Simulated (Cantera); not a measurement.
**Ammonia decomposition in nitride growth gas**

An isothermal, constant-pressure homogeneous reactor starts with 64.8 % NH₃, 35.0 % N₂, 0.175 % H₂, at 1700 K and 0.100 bar.

Model: the gas-phase N/H chemistry of the illustrative SiF4/NH3 mechanism in the Surface Chemkin manual (1991), integrated in Cantera. Walls and surfaces, which speed up NH3 decomposition in real reactors, are not modelled.

```json
[
 {"t (s)": "2.00e-6", "x NH₃": "0.648", "x H₂": "0.00175", "x N₂": "0.350", "x H": "1.49e-8", "x NH₂": "4.29e-8", "x NH": "<1e-12"},
 {"t (s)": "9.28e-6", "x NH₃": "0.648", "x H₂": "0.00175", "x N₂": "0.350", "x H": "1.94e-8", "x NH₂": "2.49e-7", "x NH": "<1e-12"},
 {"t (s)": "4.31e-5", "x NH₃": "0.648", "x H₂": "0.00175", "x N₂": "0.350", "x H": "2.04e-8", "x NH₂": "1.23e-6", "x NH": "1.18e-11"},
 {"t (s)": "0.000200", "x NH₃": "0.648", "x H₂": "0.00175", "x N₂": "0.350", "x H": "2.53e-8", "x NH₂": "5.76e-6", "x NH": "4.70e-10"},
 {"t (s)": "0.000928", "x NH₃": "0.648", "x H₂": "0.00176", "x N₂": "0.350", "x H": "4.84e-8", "x NH₂": "2.67e-5", "x NH": "1.72e-8"},
 {"t (s)": "0.00431", "x NH₃": "0.648", "x H₂": "0.00184", "x N₂": "0.350", "x H": "1.68e-7", "x NH₂": "0.000119", "x NH": "2.87e-7"},
 {"t (s)": "0.0200", "x NH₃": "0.647", "x H₂": "0.00297", "x N₂": "0.350", "x H": "5.22e-7", "x NH₂": "0.000241", "x NH": "8.71e-7"},
 {"t (s)": "0.0928", "x NH₃": "0.640", "x H₂": "0.00935", "x N₂": "0.351", "x H": "1.45e-6", "x NH₂": "0.000236", "x NH": "9.82e-7"},
 {"t (s)": "0.431", "x NH₃": "0.608", "x H₂": "0.0379", "x N₂": "0.354", "x H": "5.47e-6", "x NH₂": "0.000220", "x NH": "1.22e-6"},
 {"t (s)": "2.00", "x NH₃": "0.489", "x H₂": "0.147", "x N₂": "0.364", "x H": "2.16e-5", "x NH₂": "0.000182", "x NH": "1.37e-6"}
]
```
x: mole fraction; the columns are a selection and need not sum to one.

Equilibrium at this temperature and pressure: NH₃ 1.05e-6, H₂ 0.591, N₂ 0.409, H 0.000360, NH₂ 1.62e-9, NH 5.82e-11 (gas phase only).
